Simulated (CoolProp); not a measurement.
A closed Brayton cycle with nitrogen: compressor inlet 312.15 K and 5.4 MPa, high pressure 13.9 MPa, turbine inlet 735 K, compressor efficiency 0.89, turbine efficiency 0.93, recuperator effectiveness 0.8 (on enthalpy, no pinch check). Each further row changes one setting.

Values from CoolProp's reference Helmholtz-energy equation of state, Span 2000.

| case | thermal efficiency (%) | net work (kJ/kg) | compressor to turbine work | compressor exit (K) | turbine exit (K) |
|---|---|---|---|---|---|
| as stated | 27.7 | 59.3 | 0.66 | 422.7 | 578.7 |
| turbine inlet 685 K | 24.4 | 47.2 | 0.71 | 422.7 | 537.9 |
| compressor inlet 322.15 K | 26.2 | 55.3 | 0.69 | 436.1 | 578.7 |
| high pressure 11.8 MPa | 27.8 | 54.6 | 0.63 | 401.4 | 603.3 |
| recuperator effectiveness 0.5 | 22.4 | 59.3 | 0.66 | 422.7 | 578.7 |
